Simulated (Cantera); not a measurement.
Cantera run:

```python
import numpy as np
import cantera as ct

gas_names = """
    H HNO HNO2 HNO3 HO2 H2 H2O H2O2 N NH NH2 NH3 NH2OH NO NO2 NO3 N2 N2H2 N2H4 N2O O OH O2 O3
""".split()
cond_names = """
    H2O(s) H2O(L)
""".split()


# ... load() reads the species with a 1 bar reference pressure and builds the phases ...
atoms = {
    'N2O': {'N': 2, 'O': 1},
    'H2O': {'H': 2, 'O': 1},
    'O2': {'O': 2},
}
top_T = {}  # K; cautious upper limits of use, not melting points


# ... equilibrate(T, P, feed) seeds the gas with the atoms and calls Mixture.equilibrate('TP', solver="vcs", rtol=1e-11, max_steps=5000) ...
results = []
feed = {'N2O': 1, 'H2O': 4.9, 'O2': 0.046}  # mol
T = 3475  # K
P = 540000  # Pa
mix = equilibrate(T, P, feed)
results.append((T, P, feed, dict(zip(mix.species_names, mix.species_moles))))
x = sorted(zip(gas.X, gas.species_names), reverse=True)
print(f"T = {T:g} K  P = {P:g} Pa  gas = {mix.phase_moles(0):.4g} mol")
print("   x: " + "  ".join(f"{s} {v:.3e}" for v, s in x if v > 0.0001))
print("   condensed (mol): " + ("  ".join(f"{mix.phase(i).name} {mix.phase_moles(i):.4g}"
      for i in range(1, mix.n_phases) if mix.phase_moles(i) > 1e-12) or "none"))
```

Output:

```
T = 3475 K  P = 540000 Pa  gas = 7.835 mol
   x: H2O 4.063e-01  OH 1.319e-01  N2 1.184e-01  H2 1.128e-01  H 8.060e-02  O2 7.644e-02  O 5.505e-02  NO 1.835e-02  HO2 1.291e-04
   condensed (mol): none
```

Cantera equilibrium calculation (NASA polynomials, part measured and part estimated; ideal gas, pure solids and liquids).
